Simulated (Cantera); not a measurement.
Premixed flame

A freely propagating, adiabatic, planar premixed flame of 15.2 % CO, 0.592 % H2, 0.941 % CH4, 14.4 % O2, 68.9 % N2, unburnt at 475 K and 0.360 bar; mixture-averaged transport, grid criteria slope 0.08 and curve 0.16, no radiation.

Model: GRI-Mech 3.0 (53 species, 325 reactions), integrated in Cantera. Burning velocities carry a grid error of a few per cent, more on coarse grids.

| z (mm) | T (K) | u (m/s) | x CO | x H2 | x CH4 | x HO2 | x CH2O | x H |
|---|---|---|---|---|---|---|---|---|
| -7.31 | 475 | 0.591 | 0.152 | 0.00592 | 0.00941 | <1e-8 | <1e-8 | <1e-8 |
| -4.87 | 475 | 0.591 | 0.152 | 0.00591 | 0.00941 | 1.76e-8 | <1e-8 | <1e-8 |
| -3.66 | 475 | 0.591 | 0.152 | 0.00590 | 0.00941 | 1.19e-7 | <1e-8 | <1e-8 |
| -2.44 | 476 | 0.593 | 0.152 | 0.00585 | 0.00940 | 1.57e-6 | 1.17e-7 | <1e-8 |
| -1.22 | 517 | 0.643 | 0.150 | 0.00570 | 0.00906 | 7.06e-5 | 9.03e-6 | 2.80e-6 |
| -0.609 | 726 | 0.901 | 0.140 | 0.00542 | 0.00696 | 7.28e-5 | 3.61e-5 | 0.000347 |
| 0 | 1080 | 1.32 | 0.113 | 0.00395 | 0.00159 | 2.90e-5 | 5.19e-5 | 0.00281 |
| 0.609 | 1303 | 1.57 | 0.0790 | 0.00173 | 2.29e-5 | 1.10e-5 | 1.73e-6 | 0.00548 |
| 1.22 | 1431 | 1.71 | 0.0547 | 0.00132 | 6.86e-8 | 7.18e-6 | <1e-8 | 0.00638 |
| 2.44 | 1572 | 1.85 | 0.0351 | 0.00136 | <1e-8 | 4.80e-6 | <1e-8 | 0.00542 |
| 4.87 | 1695 | 1.98 | 0.0262 | 0.00110 | <1e-8 | 3.25e-6 | <1e-8 | 0.00298 |
| 9.75 | 1792 | 2.08 | 0.0190 | 0.000741 | <1e-8 | 2.04e-6 | <1e-8 | 0.00136 |
| 19.5 | 1862 | 2.15 | 0.0125 | 0.000459 | <1e-8 | 1.21e-6 | <1e-8 | 0.000582 |
x: mole fraction of selected species; z is measured from the peak of heat release.

```
Quantity                      Value
------------------------  ---------
laminar burning velocity  59.1 cm/s
thermal thickness           2.44 mm
peak x(HO2)                0.000105
peak x(CH2O)                6.34e-5
peak x(H)                   0.00641
grid points                     134
```
